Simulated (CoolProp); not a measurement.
Vapour-liquid equilibrium of benzene (1) + n-heptane (2) at 486.8 K; x and y are mole fractions of (1).

Model: multi-fluid Helmholtz-energy mixture model, Thol 2012 and Span 2003; pair parameters Bell 2016, in CoolProp.

```tsv
x	bubble pressure (MPa)	y at the bubble point	dew pressure at overall composition x (MPa)	liquid density (mol/L)
0.05	___	___	1.259	4.826
0.2	1.382	___	1.348	5.146
0.35	1.490	___	1.444	5.516
0.5	___	0.565	1.543	5.951
0.65	___	0.697	1.639	___
0.8	1.729	0.824	1.718	7.089
0.95	1.771	0.954	___	7.842
```

Problem. Complete the blanks.

Solution. 
- 0.05, bubble pressure (MPa): 1.269
- 0.05, y at the bubble point: 0.068
- 0.2, y at the bubble point: 0.255
- 0.35, y at the bubble point: 0.420
- 0.5, bubble pressure (MPa): 1.586
- 0.65, bubble pressure (MPa): 1.666
- 0.65, liquid density (mol/L): 6.467
- 0.95, dew pressure at overall composition x (MPa): 1.770

No azeotrope shows between x = 0.05 and 0.95.

Pair parameters are fitted to limited data, so mixtures are less certain than the pure fluids.
